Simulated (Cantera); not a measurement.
Feed: 1 mol Si, 1.4 mol Br₂, 64 mol H₂, held at 1298.15 K and 13300 Pa.

Method: chemical equilibrium by Gibbs-energy minimisation in Cantera with the NASA 1993 tables (ideal gas, pure condensed phases). Candidate condensed phases: Br₂, Si; 19 gas species. The tables' values for SiBr₃ are old estimates; treat these amounts as uncertain. The numbers say what is thermodynamically allowed, not how fast it happens.

Base state: H₂ 0.960, HBr 0.0367, SiBr₂ 0.00268, SiBr₄ 8.31e-5, SiBr₃ 7.29e-5, SiHBr₃ 6.00e-5, Br 2.67e-5, SiH₂Br₂ 2.07e-5 (mole fractions); condensed: Si(s).

Problem. What changes in the equilibrium state with this change: temperature from 1298.15 K to 1173.15 K?

Solution. 
| species | before | after |
|---|---|---|
| H₂ | 0.960 | 0.962 |
| HBr | 0.0367 | 0.0344 |
| SiBr₂ | 0.00268 | 0.00193 |
| SiBr₄ | 8.31e-5 | 0.000794 |
| SiHBr₃ | 6.00e-5 | 0.000311 |
| Br | 2.67e-5 | 5.52e-6 |
| Si(s), mol | 0.809 | 0.789 |
